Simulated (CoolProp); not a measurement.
Ammonia at 671.91 K and 1.6 MPa flows at 0.2 m/s in a round tube of 2 mm bore and 0.25 µm roughness, fully developed (64/Re and Nu = 3.66 if laminar; Colebrook and Gnielinski if turbulent). Each further row changes one setting.

The numbers come from the reference Helmholtz-energy equation of state, Gao 2020 in CoolProp.

```csv
case,Reynolds number,Darcy friction factor,pressure drop (Pa/m),heat-transfer coefficient (W/(m² K)),mass flow (kg/h)
as stated,80.4,0.796,39.1,141,0.0111
velocity 0.4 m/s,161,0.398,78.2,141,0.0222
diameter 4 mm,161,0.398,9.77,70.7,0.0444
```

Viscosity comes from a separate model (Fenghour 1995). Thermal conductivity comes from a separate model (Tufeu 1984).
